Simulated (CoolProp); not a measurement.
Vapour-liquid equilibrium of p-xylene (1) + n-nonane (2) at 225 kPa; x and y are mole fractions of (1).

Computed with CoolProp (multi-fluid Helmholtz-energy mixture model, Zhou 2012 and Lemmon 2006; pair parameters Bell 2016).

```json
[
 {"x": "0.05", "bubble temperature (K)": "456.0", "y at the bubble point": "0.066", "dew temperature at overall composition x (K)": "456.2", "liquid density (mol/L)": "4.584"},
 {"x": "0.2", "bubble temperature (K)": "453.7", "y at the bubble point": "0.247", "dew temperature at overall composition x (K)": "454.3", "liquid density (mol/L)": "4.848"},
 {"x": "0.35", "bubble temperature (K)": "451.6", "y at the bubble point": "0.410", "dew temperature at overall composition x (K)": "452.4", "liquid density (mol/L)": "5.136"},
 {"x": "0.5", "bubble temperature (K)": "449.8", "y at the bubble point": "0.562", "dew temperature at overall composition x (K)": "450.5", "liquid density (mol/L)": "5.453"},
 {"x": "0.65", "bubble temperature (K)": "448.0", "y at the bubble point": "0.703", "dew temperature at overall composition x (K)": "448.7", "liquid density (mol/L)": "5.803"},
 {"x": "0.8", "bubble temperature (K)": "446.3", "y at the bubble point": "0.836", "dew temperature at overall composition x (K)": "446.8", "liquid density (mol/L)": "6.190"},
 {"x": "0.95", "bubble temperature (K)": "444.6", "y at the bubble point": "0.961", "dew temperature at overall composition x (K)": "444.8", "liquid density (mol/L)": "6.622"}
]
```

No azeotrope shows between x = 0.05 and 0.95.

Pair parameters are fitted to limited data, so mixtures are less certain than the pure fluids.
